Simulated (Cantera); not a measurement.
# Adiabatic ignition

An adiabatic, constant-pressure homogeneous reactor starts with CH₄ : O₂ : N₂ = 1 : 3.39 : 12.7 (molar parts), equivalence ratio 0.59, at 1400 K and 40000 Pa.

Detailed kinetics in Cantera: GRI-Mech 3.0 (53 species, 325 reactions).

| t (s) | T (K) | x CH₄ | x O₂ | x C₂H₂ | x CH₂CO | x C₂H | x CH₂O |
|---|---|---|---|---|---|---|---|
| 1.00e-6 | 1400 | 0.0585 | 0.198 | <1e-12 | <1e-12 | <1e-12 | 4.01e-12 |
| 2.51e-6 | 1400 | 0.0585 | 0.198 | <1e-12 | <1e-12 | <1e-12 | 2.79e-11 |
| 6.31e-6 | 1400 | 0.0585 | 0.198 | <1e-12 | <1e-12 | <1e-12 | 1.93e-10 |
| 1.58e-5 | 1400 | 0.0585 | 0.198 | <1e-12 | <1e-12 | <1e-12 | 1.34e-9 |
| 3.98e-5 | 1400 | 0.0585 | 0.198 | <1e-12 | <1e-12 | <1e-12 | 9.06e-9 |
| 0.000100 | 1400 | 0.0585 | 0.198 | <1e-12 | <1e-12 | <1e-12 | 6.25e-8 |
| 0.000251 | 1400 | 0.0585 | 0.198 | <1e-12 | <1e-12 | <1e-12 | 4.74e-7 |
| 0.000631 | 1400 | 0.0585 | 0.198 | 2.50e-12 | 1.31e-12 | <1e-12 | 4.47e-6 |
| 0.00158 | 1400 | 0.0584 | 0.198 | 4.62e-10 | 9.82e-10 | <1e-12 | 5.60e-5 |
| 0.00398 | 1409 | 0.0564 | 0.197 | 2.30e-7 | 1.25e-6 | <1e-12 | 0.000759 |
| 0.0100 | 2435 | <1e-12 | 0.0798 | <1e-12 | <1e-12 | <1e-12 | 3.11e-12 |
| 0.0251 | 2432 | <1e-12 | 0.0782 | <1e-12 | <1e-12 | <1e-12 | 3.01e-12 |
| 0.0631 | 2425 | <1e-12 | 0.0760 | <1e-12 | <1e-12 | <1e-12 | 2.90e-12 |
| 0.158 | 2423 | <1e-12 | 0.0749 | <1e-12 | <1e-12 | <1e-12 | 2.86e-12 |
| 0.398 | 2422 | <1e-12 | 0.0749 | <1e-12 | <1e-12 | <1e-12 | 2.86e-12 |
| 1.00 | 2422 | <1e-12 | 0.0749 | <1e-12 | <1e-12 | <1e-12 | 2.86e-12 |
x: mole fraction; the columns are a selection and need not sum to one.

The time of steepest temperature rise comes out as 5.43 ms. The temperature at 1.00 s comes out as 2422 K and the equilibrium temperature is 2422 K. The x(CH₄) at 1.00 s is <1e-12 (gas-phase equilibrium <1e-12). The x(O₂) at 1.00 s is 0.0749 (gas-phase equilibrium 0.0749) and the x(C₂H₂) at 1.00 s comes out as <1e-12 (gas-phase equilibrium <1e-12).
